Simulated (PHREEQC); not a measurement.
## Polishing slurry liquid

A solution holds 0.0084 mol/kgw K2CO3, 0.29 mol/kgw Al(NO3)3 and 0.001 mol/kgw H3BO3, at 35 °C. Closed to the air; pH follows from the charge balance.

Model: ion-association model, phreeqc.dat, run in PHREEQC.

- pH = 3.93
- ionic strength = 1.71 mol/kgw
- activity of water = 0.980
- density = 1.040 g/cm³
- total alkalinity = 16.8 meq/kg

```json
[
 {"species": "NO3-", "molality": "0.870", "activity": "0.440", "log γ": "-0.296"},
 {"species": "Al+3", "molality": "0.274", "activity": "0.0154", "log γ": "-1.251"},
 {"species": "K+", "molality": "0.0168", "activity": "0.00956", "log γ": "-0.245"},
 {"species": "AlOH+2", "molality": "0.0157", "activity": "0.00241", "log γ": "-0.815"},
 {"species": "CO2", "molality": "0.00831", "activity": "0.0123", "log γ": "0.171"},
 {"species": "H3BO3", "molality": "0.00100", "activity": "0.00148", "log γ": "0.171"},
 {"species": "Al(OH)2+", "molality": "0.000573", "activity": "0.000358", "log γ": "-0.204"},
 {"species": "H+", "molality": "0.000162", "activity": "0.000117", "log γ": "-0.139"},
 {"species": "HCO3-", "molality": "8.04e-5", "activity": "5.03e-5", "log γ": "-0.204"},
 {"species": "(CO2)2", "molality": "2.57e-6", "activity": "3.80e-6", "log γ": "0.171"}
]
```

No solid was allowed to form. Saturation is exceeded, for instance for Gibbsite (slow to form); the values hold only as long as no solid forms. Ionic strength above about 0.7 mol/kgw puts this run outside the model's range. Complexes and solids missing from the database can't appear.
